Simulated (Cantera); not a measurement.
A Cantera script and its output.

```python
import numpy as np
import cantera as ct

surf = ct.Interface("ptcombust.yaml", "Pt_surf")
gas = surf.adjacent["gas"]
gas.TPX = 600, 30000, {'H2': 0.0021, 'O2': 0.13, 'N2': 0.79}
surf.TP = 600, 30000
reactor = ct.FlowReactor(gas, clone=False)
reactor.area = 0.0001  # m2
reactor.surface_area_to_volume_ratio = 3300  # 1/m
reactor.mass_flow_rate = 0.9 * reactor.area * gas.density  # inlet velocity 0.9 m/s
reactor.energy_enabled = False
wall = ct.ReactorSurface(surf, reactor, clone=False)
net = ct.ReactorNet([reactor])
net.rtol, net.atol = 1e-8, 1e-16
show, cover = ['H2', 'O2', 'H2O'], ['PT(S)', 'H(S)', 'O(S)', 'OH(S)', 'CO(S)', 'C(S)']

rows = []
print(f"{'z/m':>9s}{'u/(m/s)':>9s}" + "".join(f"{s:>13s}" for s in show + cover))
for z in [0.00015, 0.00032, 0.00068, 0.0015, 0.0032, 0.0068, 0.015]:
    net.advance(z)
    rows.append([reactor.speed, *gas[show].X, *surf[cover].coverages])
    print(f"{z:9.4g}{rows[-1][0]:9.3g}" + "".join(f"{x:13.4e}" for x in rows[-1][1:]))
```

Result:

```
      z/m  u/(m/s)           H2           O2          H2O        PT(S)         H(S)         O(S)        OH(S)        CO(S)         C(S)
  0.00015      0.9   1.5903e-03   1.4069e-01   6.8790e-04   1.8614e-02   4.5017e-10   9.8024e-01   1.1435e-03  -4.7934e-27   5.5728e-30
  0.00032      0.9   1.1836e-03   1.4051e-01   1.0950e-03   1.3917e-02   2.5738e-10   9.8500e-01   1.0843e-03  -3.2300e-26  -8.1725e-30
  0.00068    0.899   7.6559e-04   1.4033e-01   1.5135e-03   9.1081e-03   1.1404e-10   9.8994e-01   9.5097e-04   1.5604e-27   3.4881e-31
   0.0015    0.899   4.1944e-04   1.4018e-01   1.8601e-03   5.2001e-03   3.8615e-11   9.9404e-01   7.6214e-04   2.3566e-27  -1.3135e-31
   0.0032    0.899   2.0724e-04   1.4009e-01   2.0725e-03   2.9564e-03   1.2402e-11   9.9645e-01   5.9404e-04   9.1111e-28   6.6352e-32
   0.0068    0.899   8.5507e-05   1.4004e-01   2.1944e-03   1.8584e-03   4.2826e-12   9.9766e-01   4.7956e-04  -2.6494e-28  -5.3768e-32
    0.015    0.899   2.1382e-05   1.4001e-01   2.2586e-03   1.3978e-03   1.8338e-12   9.9818e-01   4.1977e-04  -2.4780e-28  -5.3387e-32
```

Detailed kinetics in Cantera: Deutschmann's 1995 Pt surface mechanism with GRI-Mech 3.0 gas chemistry. Catalytic surfaces can have several steady states; this one follows from the mechanism file's or the stated starting coverage. Mass transfer to the wall is taken as infinitely fast.
